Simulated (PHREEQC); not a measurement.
PHREEQC input (ion-association model, phreeqc.dat):

```
SOLUTION 1
  temp 20
  units mol/kgw
  pH 7 charge
  Cl 0.0041
END
SELECTED_OUTPUT 1
  -reset false
  -pH true
  -pe true
  -ionic_strength true
  -water true
  -totals Ca Cl F Na S S(-2) S(6)
  -molalities H+ Ca+2 Na+ Cl- SO4-2 F- OH- O2 HSO4- S-2
    HS- H2S HF HF2- CaOH+ CaSO4 CaHSO4+ NaOH NaSO4- NaF
  -equilibrium_phases Fluorite
  -saturation_indices Halite
PRINT
  -reset false
USE solution 1
REACTION 1
  NaHS 1
  0 0.00208 0.00417 0.00625 0.00833 0.0104 0.0125 0.0146 0.0167 0.0187 0.0208 0.0229 0.025 moles
EQUILIBRIUM_PHASES 1
  Fluorite 0 0.5
END
```

Selected output (columns that matter, 9 of 13 rows; NaHS added (mol) added in front):

```
NaHS added (mol)	pH	mu	Ca	F	Na	S	m_H+	m_Ca+2	m_Na+	m_F-	m_OH-	m_HS-	Fluorite	si_Halite
0	2.5265	0.0049231	0.00057997	0.0011599	0	0	0.0031832	0.00057997	0	0.00024234	2.4816e-12	0	0.49942	-1000
0.00417	5.2611	0.0047902	0.00020506	0.00041012	0.00417	0.00417	5.8604e-06	0.00020506	0.0041692	0.00040644	1.3455e-09	7.8696e-05	0.49979	-6.397
0.00625	6.6907	0.0068777	0.00020957	0.00041914	0.00625	0.00625	2.2029e-07	0.00020957	0.0062487	0.00041778	3.6669e-08	0.0021503	0.49979	-6.2326
0.00833	6.9794	0.008971	0.00021418	0.00042836	0.00833	0.00833	1.1429e-07	0.00021418	0.0083283	0.00042662	7.2093e-08	0.0042301	0.49979	-6.1172
0.0125	7.2688	0.013163	0.00022195	0.00044389	0.0125	0.0125	5.9499e-08	0.00022195	0.012497	0.00044135	1.4299e-07	0.0083999	0.49978	-5.9564
0.0167	7.4379	0.017382	0.00022851	0.00045702	0.0167	0.0167	4.0753e-08	0.00022851	0.016697	0.00045366	2.1424e-07	0.0126	0.49977	-5.8431
0.0187	7.4988	0.01939	0.00023133	0.00046266	0.0187	0.0187	3.5571e-08	0.00023133	0.018696	0.00045891	2.4811e-07	0.0146	0.49977	-5.7992
0.0208	7.5542	0.021498	0.00023413	0.00046825	0.0208	0.0208	3.1445e-08	0.00023412	0.020796	0.00046408	2.8364e-07	0.0167	0.49977	-5.7582
0.025	7.6462	0.025713	0.00023929	0.00047858	0.025	0.025	2.5637e-08	0.00023929	0.024995	0.00047358	3.5457e-07	0.020899	0.49976	-5.6876
```

Species that the database lacks are ignored.
